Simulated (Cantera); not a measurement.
Charge: 1 mol Si, 2.7 mol F2, equilibrated at 227 °C and 0.133 bar.

Cantera equilibrium calculation (NASA polynomials, part measured and part estimated; ideal gas, pure solids and liquids). Candidate condensed phases: Si; 9 gas species. Equilibrium is a limit: real reactors are often held back by kinetics, nucleation or transport.

### Question
What is the equilibrium state?

### Answer
* **x(SiF4)**: 0.588
* **x(F2)**: 0.412
* **x(F)**: 9.67e-6
* **gas amount**: 1.700 mol
* **log10 activity of Si(s) (absent)**: -159.86
